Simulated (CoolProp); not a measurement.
Saturation properties of ammonia (Tc = 405.6 K, pc = 11.36 MPa, ω = 0.256).

Computed with CoolProp (reference Helmholtz-energy equation of state, Gao 2020).

| T (K) | p (MPa) | liquid cp (kJ/(kg K)) | vapour viscosity (µPa s) | liquid conductivity (mW/(m K)) |
|---|---|---|---|---|
| 314.8 | 1.627 | 4.954 | 10.4 | 439 |
| 318.8 | 1.813 | 5.006 | 10.5 | 428 |
| 322.7 | 2.009 | 5.062 | 10.7 | 418 |
| 326.6 | 2.221 | 5.124 | 10.8 | 407 |
| 330.6 | 2.456 | 5.194 | 10.9 | 396 |
| 334.5 | 2.702 | ? | 11.1 | 386 |
| 338.4 | 2.966 | 5.354 | 11.3 | 376 |
| 342.4 | 3.256 | 5.452 | 11.4 | 365 |
| 346.3 | 3.559 | 5.560 | 11.6 | 355 |
| 350.3 | 3.891 | ? | ? | 345 |
| 354.2 | 4.237 | 5.827 | 12.0 | 334 |
| 358.1 | 4.605 | 5.992 | 12.2 | 324 |
| 362.1 | 5.007 | 6.190 | 12.5 | 314 |

### Question
Some entries are withheld; supply them.

### Answer

- 334.5, liquid cp (kJ/(kg K)): 5.270
- 350.3, liquid cp (kJ/(kg K)): 5.686
- 350.3, vapour viscosity (µPa s): 11.8

It boils at 239.8 K under 1 atm.

Viscosity comes from a separate model (Fenghour 1995). Thermal conductivity comes from a separate model (Tufeu 1984).
